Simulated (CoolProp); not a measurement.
Vapour-liquid equilibrium of n-butane (1) + acetone (2) at 324.2 K; x and y are mole fractions of (1).

The numbers come from the multi-fluid Helmholtz-energy mixture model, Bücker 2006 and Lemmon 2006; pair parameters Bell 2016 in CoolProp.

```tsv
x	bubble pressure, mixture model (bar)	bubble pressure, Raoult's law (bar)	y, mixture model	y, Raoult's law
0.05	1.597	1.063	0.478	0.240
0.15	2.730	1.487	0.710	0.514
0.25	3.463	1.912	0.782	0.666
0.35	3.915	2.336	0.817	0.763
0.45	4.196	2.761	0.837	0.831
0.55	4.388	3.185	0.852	0.880
0.65	4.549	3.609	0.866	0.918
0.75	4.709	4.034	0.885	0.947
0.85	4.879	4.458	0.914	0.971
0.95	5.038	4.883	0.963	0.991
```

The largest gap from Raoult's law is +83.6 % in bubble pressure, at x = 0.15. No azeotrope shows between x = 0.05 and 0.95.

The pair parameters rest on a limited set of measurements; away from them the model extrapolates. With so large a gap from Raoult's law the liquid may split in two, which this calculation doesn't test in full.
